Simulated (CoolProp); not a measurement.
A simple Rankine cycle with water: condensing at 331.15 K, boiler at 2.89 MPa, turbine inlet 519.9 K, turbine efficiency 0.8, pump efficiency 0.8, no recuperator. Each further row changes one setting.

The numbers come from the reference Helmholtz-energy equation of state, Wagner 2002 in CoolProp.

| case | thermal efficiency (%) | net work (kJ/kg) | heat in (kJ/kg) | turbine exit temperature (K) | volume ratio over the turbine |
|---|---|---|---|---|---|
| as stated | 24.2 | 629 | 2610 | 331.1 | 95.9 |
| turbine inlet 539.9 K | 24.3 | 647 | 2660 | 331.1 | 92.1 |
| condensing temperature 323.15 K | 25.2 | 665 | 2640 | 323.2 | 137 |
| boiler pressure 2.02 MPa | 22.8 | 603 | 2650 | 331.1 | 66.3 |
| turbine efficiency 0.7 | 21.1 | 550 | 2610 | 331.1 | 99.7 |

The expansion ends wet for: as stated; turbine inlet 539.9 K; condensing temperature 323.15 K; boiler pressure 2.02 MPa; turbine efficiency 0.7.
